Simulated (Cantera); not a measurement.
A closed system holds: 1 mol toluene, 0.21 mol H2O, 13 mol H2, held at 1 atm.

Equilibrium computed with Cantera from the NASA thermochemical tables; the gas is ideal and each condensed phase is pure. Candidate condensed phases: C, C6H6, C7H8, C8H18, H2O; 110 gas species. Kinetics and transport are ignored.

At 500 K, list the 3 most abundant gas species with their mole fractions, and the condensed phases.

CH4 0.686, H2 0.294, H2O 0.0206. Condensed: gas only.
